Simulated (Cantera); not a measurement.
An isothermal, constant-pressure homogeneous reactor starts with 72.5 % CH4, 27.5 % H2O, at 1525 K and 1100000 Pa.

Cantera simulation using GRI-Mech 3.0 (53 species, 325 reactions); the numbers are that mechanism's predictions, not measurements. GRI-Mech 3.0 stops at C3 and has no aromatics, soot or wall deposition, so with more carbon than oxygen in the feed, carbon stays in small species such as C2H2 where larger ones or solid carbon would form.

x: mole fraction; the columns are a selection and need not sum to one.

```tsv
t (s)	x CH4	x H2O	x C2H4	x CO	x HCO	x C2H
0.00100	0.714	0.275	0.00179	4.60e-6	7.55e-11	2.67e-12
0.00388	0.676	0.270	0.0107	5.92e-5	1.41e-10	9.49e-11
0.0151	0.560	0.252	0.0203	0.000349	1.08e-10	6.80e-10
0.0585	0.381	0.225	0.0443	0.00210	2.01e-10	1.57e-9
0.227	0.338	0.207	0.0504	0.0101	7.61e-10	1.74e-9
0.881	0.340	0.170	0.0428	0.0335	___	1.30e-9
3.42	0.328	0.107	0.0292	0.0805	___	7.00e-10
13.3	0.292	0.0448	0.0166	0.133	___	3.11e-10
51.5	0.258	0.00769	0.0105	0.167	1.42e-8	1.68e-10
200	0.250	8.74e-5	0.00942	0.173	1.50e-8	1.46e-10
```

Some entries are withheld; supply them.


- 0.881, x HCO: 2.39e-9
- 3.42, x HCO: 6.04e-9
- 13.3, x HCO: 1.08e-8
